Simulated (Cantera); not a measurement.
A closed system holds: 1 mol SiC, 0.039 mol Si, 8.5 mol H2, at 0.133 bar.

Equilibrium computed with Cantera from the NASA thermochemical tables; the gas is ideal and each condensed phase is pure. Candidate condensed phases: C, C6H6, C7H8, C8H18, Si, SiC; 87 gas species. Mutual solubility and eutectic melting of coexisting phases are not modelled. Gases not in the tables: Si2H6 and higher silanes. The numbers say what is thermodynamically allowed, not how fast it happens.

x: gas mole fraction; n: condensed amount in mol.

```csv
T (°C),x H2,x H,x Si,x C2H2 (acetylene),x Si2C,x SiH,x SiC2,n Si(s),n SiC(s),n Si(l)
1250,1.000,6.33e-5,1.35e-7,7.49e-10,2.46e-10,1.44e-7,<1e-12,0.0390,1.000,0
1350,1.000,0.000189,1.17e-6,4.50e-9,4.35e-9,8.60e-7,<1e-12,0.0389,1.000,0
1450,0.999,?,?,?,?,?,?,0,1.000,0.0388
1550,0.999,0.00119,3.32e-5,1.51e-7,3.97e-7,1.29e-5,3.94e-10,0,1.000,0.0383
1650,0.997,?,?,?,?,?,?,0,1.000,0.0370
1750,0.994,0.00519,0.000427,3.16e-6,1.29e-5,9.99e-5,6.99e-8,0,1.000,0.0334
1850,0.988,0.00977,0.00128,1.16e-5,5.69e-5,0.000239,6.40e-7,0,0.999,0.0237
1950,0.978,0.0174,0.00341,3.84e-5,0.000216,0.000522,4.83e-6,0,0.997,0
2050,0.965,0.0293,0.00423,0.000448,0.000369,0.000534,6.05e-5,0,0.988,0
2150,0.941,0.0471,0.00720,0.00214,0.000839,0.000761,0.000437,0,0.947,0
```

What belongs in the gaps?


- 1650, x H: 0.00258
- 1650, x Si: 0.000127
- 1650, x C2H2 (acetylene): 7.48e-7
- 1650, x Si2C: 2.48e-6
- 1650, x SiH: 3.80e-5
- 1650, x SiC2: 6.02e-9
- 1450, x H: 0.000499
- 1450, x Si: 7.38e-6
- 1450, x C2H2 (acetylene): 2.51e-8
- 1450, x Si2C: 5.10e-8
- 1450, x SiH: 3.87e-6
- 1450, x SiC2: 1.87e-11
